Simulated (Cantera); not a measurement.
## Thermodynamics of abatement and gas-phase synthesis, feed NH₃ + H₂ + H₂O

A closed system holds: 1 mol NH₃, 0.094 mol H₂, 1.2 mol H₂O, held at 29.0 Pa.

Equilibrium computed with Cantera from the NASA thermochemical tables; the gas is ideal and each condensed phase is pure. Candidate condensed phases: H₂O; 24 gas species. Kinetics and transport are ignored.

```
T (°C)    x H     x O      x H₂    x N₂     x H₂O      x OH      x O₂       x N
------  -----  ------  --------  ------  --------  --------  --------  --------
2227    0.565  0.0980     0.147  0.0880    0.0483    0.0386    0.0133   5.09e-6
2327    0.657   0.129    0.0849  0.0780    0.0144    0.0258   0.00895   1.17e-5
2427    0.710   0.147    0.0453  0.0729   0.00367    0.0147   0.00482   2.58e-5
2527    0.738   0.156    0.0236  0.0705  0.000901   0.00792   0.00239   5.46e-5
2627    0.752   0.160    0.0124  0.0694  0.000229   0.00425   0.00118  0.000111
2727    0.759   0.162   0.00669  0.0688   6.20e-5   0.00233  0.000593  0.000215
2827    0.762   0.163   0.00373  0.0685   1.80e-5   0.00132  0.000309  0.000399
2927    0.764   0.164   0.00214  0.0682   5.60e-6  0.000766  0.000167  0.000716
3027    0.765   0.164   0.00127  0.0679   1.86e-6  0.000459   9.34e-5   0.00124
3127    0.765   0.164  0.000776  0.0674   6.60e-7  0.000283   5.39e-5   0.00207
```
x: gas mole fraction; nothing condenses.

From 2227 °C to 3127 °C nothing is condensed.
